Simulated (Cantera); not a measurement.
Cantera with NASA thermochemical tables; ideal gases at 1 bar, condensed phases pure. Values are per mole of reaction as written; species without (g) are pure solids or liquids, kept so even where they would boil at 1 bar.

Q: Between 1748 and 2248 K, where is each reaction favourable under standard conditions?
- Al2Cl6(g) ⇌ 2 Al + 6 Cl(g)

A: 
- Al2Cl6(g) ⇌ 2 Al + 6 Cl(g): ΔG° is 975 kJ at 1748 K and 662 kJ at 2248 K; it stays positive (K < 1). ΔH° is 2072 kJ and ΔS° 627 J/K at 2248 K.
